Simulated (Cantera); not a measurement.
Feed: 1 mol SiCl4, 1.2 mol HCl, 63 mol N2, 0.52 mol Cl2, equilibrated at 10.5 Torr.

These are equilibrium values from Cantera (NASA tables, ideal gas, pure condensed phases), not measurements of a reactor. Candidate condensed phases: NH4Cl, Si, Si3N4; 28 gas species. The numbers say what is thermodynamically allowed, not how fast it happens. All values below are at 1248 K.

Base state: N2 0.956, HCl 0.0182, SiCl4 0.0152, Cl2 0.00550, Cl 0.00480 (mole fractions); condensed: gas only.

Question: What changes in the equilibrium state with this change: SiCl4 replaced by SiH4?

Answer: 
```tsv
species	before	after
N2	0.956	0.944
HCl	0.0182	0.0334
H2	<1e-9	0.0227
SiCl4	0.0152	8.38e-5
Cl2	0.00550	<1e-9
SiCl2	<1e-9	5.35e-5
Cl	0.00480	7.49e-7
SiCl3	7.05e-7	2.49e-5
Si3N4(s), mol	0	0.330
```
N2 is the only nitrogen source here; it is nearly inert below about 1500 K, so the nitride shown seldom forms there in practice. The tables' values for SiCl3 are old estimates; treat these amounts as uncertain.
